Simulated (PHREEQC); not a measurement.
0.14 g of hydrous ferric oxide (600 m²/g; 0.2 weak and 0.005 strong sites per Fe, Dzombak-Morel constants, diffuse double layer) in 1 kg of water with 0.01 mol/kgw of an inert sodium salt and 0.00069 mol/kgw CuCl2 and 8.8e-05 mol/kgw NaF, at 25 °C; the pH is set by adding NaOH or the inert anion's acid. Oxygen alone is held at its pressure in air (log pO2 = -0.68). CO2 from the air is kept out. Precipitation was switched off in this run.

The series has 13 steps of pH, from 3 to 9.

All values are PHREEQC results (ion-association model, wateq4f.dat), not measurements.

Question: Near which pH is half of the F sorbed, and on which side is more sorbed?

Answer: Near pH 5.9, with more sorbed at lower pH.

Along this series the solution becomes supersaturated in solids that the run did not let form, among them Cu(OH)2, Atacamite. The database's constant for dissolved Cu(OH)2 is higher than later reviews accept. The oxide is taken as insoluble; below pH 4 it would dissolve.
